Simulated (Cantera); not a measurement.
A counterflow diffusion flame at 0.600 bar, nozzles 20 mm apart: fuel side 100 % CH4 at 600 K, oxidiser side 21.0 % O2, 79.0 % N2 at 623 K, fuel mass flux 0.9 times the oxidiser's; mixture-averaged transport, no radiation.

Detailed kinetics in Cantera: GRI-Mech 3.0 (53 species, 325 reactions). GRI-Mech 3.0 has no aromatics or soot, which form on the fuel side of real flames. The maximum strain rate includes the flame's own expansion and is several times the mean. A flux with no burning solution from the previous one only brackets extinction.

x: mole fraction; the columns are a selection and need not sum to one.

```
oxidiser flux (kg/m²/s)  max strain (1/s)  mean strain (1/s)  T max (K)  peak x OH  peak x H  peak x NO  peak x CO  peak x C2H2
-----------------------  ----------------  -----------------  ---------  ---------  --------  ---------  ---------  -----------
0.15                                  222               57.4       2130    0.00971   0.00647   0.000287     0.0628       0.0158
0.26                                  366               99.5       2109    0.00949   0.00688   0.000242     0.0614       0.0145
0.43                                  581                165       2085    0.00913   0.00715   0.000193     0.0607       0.0133
0.74                                  959                283       2052    0.00851   0.00723   0.000135     0.0604       0.0115
1.3                                     …                498       1999          …   0.00677          …     0.0607            …
2.1                                     …                804       1895          …         …          …     0.0601            …
```

Q: What belongs in the gaps?

A: 
- 1.3, max strain (1/s): 1620
- 1.3, peak x OH: 0.00738
- 1.3, peak x NO: 7.25e-5
- 1.3, peak x C2H2: 0.00855
- 2.1, max strain (1/s): 2500
- 2.1, peak x OH: 0.00517
- 2.1, peak x H: 0.00491
- 2.1, peak x NO: 2.00e-5
- 2.1, peak x C2H2: 0.00415
